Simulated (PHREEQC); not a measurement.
# Arsenic or selenium liquor: speciation

A solution holds 0.01 mol Na2HAsO4, 0.014 mol NaOH and 0.00036 mol CaCl2 per kg of water, at 90 °C. Closed to the air; pH follows from the charge balance.

The numbers come from PHREEQC with the ion-association model, wateq4f.dat.

Precipitation was switched off in this run.

Task: Predict the pH.

Result: pH 10.34.

Task: In which forms is As present?

Result: HAsO4-2 63 %, AsO4-3 37 % of the As.

Complexes and solids missing from the database can't appear. Constants without temperature data keep their 25 °C values here. The database has no arsenate complexes of Ca.
